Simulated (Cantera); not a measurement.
# Premixed flame

A freely propagating, adiabatic, planar premixed flame of 44.4 % H2, 11.7 % O2, 43.9 % N2, equivalence ratio 1.9, unburnt at 675 K and 1000000 Pa; mixture-averaged transport, grid criteria slope 0.08 and curve 0.16, no radiation.

Computed with Cantera and the H2/O2 subset of GRI-Mech 3.0, which has no nitrogen chemistry. The hydrogen kinetics of GRI-Mech 3.0 are dated; newer H2 mechanisms differ, most at raised pressure. Burning velocities carry a grid error of a few per cent, more on coarse grids.

```tsv
z (mm)	T (K)	u (m/s)	x H2	x O2	x H2O	x O	x H	x HO2
-0.0753	675	10.8	0.444	0.117	<1e-8	<1e-8	<1e-8	<1e-8
-0.0502	675	10.8	0.444	0.117	3.38e-8	<1e-8	<1e-8	<1e-8
-0.0376	675	10.8	0.444	0.117	2.74e-7	<1e-8	<1e-8	9.13e-8
-0.0251	676	10.8	0.443	0.117	1.00e-5	3.46e-8	3.76e-8	4.84e-6
-0.0125	738	11.6	0.431	0.117	0.00273	1.77e-5	0.000187	0.000805
-0.00627	1026	15.7	0.393	0.109	0.0306	0.000342	0.00458	0.000986
0	1446	21.5	0.323	0.0771	0.101	0.00176	0.0216	0.000494
0.00627	1752	25.8	0.258	0.0367	0.179	0.00244	0.0405	0.000217
0.0125	1914	28.0	0.226	0.0143	0.222	0.00185	0.0479	8.13e-5
0.0251	2057	29.9	0.214	0.00244	0.247	0.00102	0.0447	1.33e-5
0.0502	2171	31.3	0.218	0.000385	0.254	0.000554	0.0331	2.49e-6
0.100	2263	32.4	0.224	0.000139	0.258	0.000255	0.0217	1.01e-6
0.201	2328	33.2	0.229	5.42e-5	0.261	9.89e-5	0.0132	3.71e-7
```
x: mole fraction of selected species; z is measured from the peak of heat release.

```yaml
laminar_burning_velocity: 1080 cm/s
thermal_thickness: 0.0251 mm
peak x(O): 0.00246
peak x(H): 0.0484
peak x(HO2): 0.00121
grid_points: 109
```
